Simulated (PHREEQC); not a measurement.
Solution (25 °C): 0.024 mol/kgw CaCl2, 0.00016 mol/kgw BaCl2 and 0.011 mol/kgw KBr. Closed to the air; pH follows from the charge balance.

The numbers come from PHREEQC with the ion-association model, wateq4f.dat.

Question: The ionic strength comes out as 0.0835 mol/kgw. What activity coefficients do Ca+2, Cl-, K+, Br-, Ba+2 get?

Answer: Ca+2 0.41, Cl- 0.78, K+ 0.78, Br- 0.79, Ba+2 0.40.

Precipitation was switched off in this run.
